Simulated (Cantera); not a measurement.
Cantera run:

```python
import numpy as np
import cantera as ct

gas_names = """
    H HNO HNO2 HNO3 HO2 H2 H2O H2O2 N NH NH2 NH3 NH2OH NO NO2 NO3 N2 N2H2 N2H4 N2O O OH O2 O3 Si SiH
    SiH2 SiH3 SiH4 SiN SiO SiO2 Si2 Si2N Si3
""".split()
cond_names = """
    H2O(s) H2O(L) Si(cr) Si(L) SiO2(Lqz) SiO2(hqz) SiO2(L) Si2N2O(s) Si3N4(a)
""".split()


# ... load() reads the species with a 1 bar reference pressure and builds the phases ...
atoms = {
    'Si3N4': {'Si': 3, 'N': 4},
    'N2O': {'N': 2, 'O': 1},
    'N2': {'N': 2},
    'H2O': {'H': 2, 'O': 1},
}
top_T = {'Si2N2O(s)': 2100, 'Si3N4(a)': 2400}  # K; cautious upper limits of use, not melting points


# ... equilibrate(T, P, feed) seeds the gas with the atoms and calls Mixture.equilibrate('TP', solver="vcs", rtol=1e-11, max_steps=5000) ...
results = []
feed = {'Si3N4': 1, 'N2O': 0.013, 'N2': 910, 'H2O': 0.0093}  # mol
P = 133.322  # Pa
for T in [1600, 1650, 1700, 1750, 1800, 1850, 1900, 1950, 2000, 2050, 2100, 2150]:
    mix = equilibrate(T, P, feed)
    results.append((T, P, feed, dict(zip(mix.species_names, mix.species_moles))))

top = {s: max(r[3][s] / sum(r[3][g] for g in gas_names) for r in results) for s in gas_names}
cols = sorted((s for s in top if top[s] > 0.0001), key=lambda s: -top[s])[:6]
seen = [c for c in cond_names if any(r[3].get(c, 0) > 1e-12 for r in results)]
print("log10 of partial pressures in bar; condensed amounts in mol")
print(f"{'T/K':>10s}" + "".join(f"{s[:9]:>10s}" for s in cols + seen))
for T, P, feed, n in results:
    ng = sum(n[g] for g in gas_names)
    print(f"{T:10.4g}" + "".join(f"{np.log10(max(n[s] / ng * P / 1e5, 1e-99)):10.3f}" for s in cols)
          + "".join(f"{n.get(c, 0):10.4g}" for c in seen))
```

Result:

```
log10 of partial pressures in bar; condensed amounts in mol
       T/K        N2        Si     Si(L)  Si3N4(a)
      1600    -2.875    -7.444         0    0.9838
      1650    -2.875    -6.763         0    0.9497
      1700    -2.875    -6.168      2.46         0
      1750    -2.876    -5.824      1.85         0
      1800    -2.876    -5.498    0.6157         0
      1850    -2.877    -5.385         0         0
      1900    -2.877    -5.375         0         0
      1950    -2.877    -5.371         0         0
      2000    -2.877    -5.369         0         0
      2050    -2.877    -5.367         0         0
      2100    -2.877    -5.367         0         0
      2150    -2.877    -5.366         0         0
```

Cantera equilibrium calculation (NASA polynomials, part measured and part estimated; ideal gas, pure solids and liquids). The tables' values for SiN are old estimates; treat these amounts as uncertain.
